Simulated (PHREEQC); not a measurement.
## Brine: an equilibrium model

A solution holds 0.55 mol/kgw CaCl2, 0.022 mol/kgw BaCl2 and 0.092 mol/kgw NaCl, at 20 °C. Closed to the air; pH follows from the charge balance.

Equilibrium calculation in PHREEQC: Pitzer model, pitzer.dat.

Precipitation was switched off in this run.

Task: What activity of water does the model give?

Result: activity of water 0.968.

Species that the database lacks are ignored.
